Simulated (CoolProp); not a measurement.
Carbon dioxide at several states: fugacity coefficient from the reference equation and from simpler models built on Tc = 31.0 °C, pc = 7377 kPa, ω = 0.224; each cubic takes its own stable root.

The numbers come from the reference Helmholtz-energy equation of state, Span 1996 in CoolProp.

| T (°C) | p (kPa) | phase | reference |
|---|---|---|---|
| 130.05 | 4480 | gas | 0.9240 |
| -26.85 | 29700 | liquid | 0.07864 |
| 685.95 | 18.1 | gas | 1.000 |
| 399.05 | 3760 | gas | 0.9972 |

Question: How far does each simpler model (Redlich-Kwong, Soave-Redlich-Kwong, Peng-Robinson) lie from the reference over these 4 states: mean and median of the absolute difference, and the worst?

Answer: 
- Redlich-Kwong: mean 7.7 %, median 0.8 %, worst +29.1 % at -26.85 °C and 29700 kPa
- Soave-Redlich-Kwong: mean 1.8 %, median 0.6 %, worst +5.8 % at -26.85 °C and 29700 kPa
- Peng-Robinson: mean 1.0 %, median 0.5 %, worst -3.0 % at -26.85 °C and 29700 kPa
